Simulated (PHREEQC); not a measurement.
Make-up at 25 °C: 0.039 mol KHSO4 per kg of water. Closed to the air; pH follows from the charge balance.

Model: ion-association model, wateq4f.dat, run in PHREEQC.

Each row changes one thing in this solution. Precipitation was switched off in this run.

```
case                                            pH  ionic strength (mol/kgw)  SO4-2 (mol/kgw)  HSO4- (mol/kgw)
--------------------------------------------  ----  ------------------------  ---------------  ---------------
as made                                       1.74                    0.0781           0.0196           0.0174
temperature from 25 to 30 °C                  1.76                    0.0766           0.0188           0.0181
temperature from 25 to 65 °C                  1.88                    0.0657           0.0133                ?
temperature from 25 to 85 °C                  1.97                    0.0600           0.0105           0.0260
0.0036 mol/kgw Na2SO4 added                   1.76                    0.0864           0.0219           0.0183
KHSO4 from 0.039 to 0.078 mol/kgw             1.52                     0.142           0.0319           0.0409
diluted 5-fold with water                     2.28                         ?          0.00568          0.00194
diluted 100-fold with water                      ?                   0.00114         0.000377          1.20e-5
KHSO4 replaced by CuSO4 at the same molality  4.67                    0.0908           0.0227          2.33e-5
```

Fill in the missing entries.


- temperature from 25 to 65 °C, HSO4- (mol/kgw): 0.0232
- diluted 5-fold with water, ionic strength (mol/kgw): 0.0192
- diluted 100-fold with water, pH: 3.44

Some of these states are supersaturated (in Antlerite, Brochantite, for instance). Constants without temperature data keep their 25 °C values here.
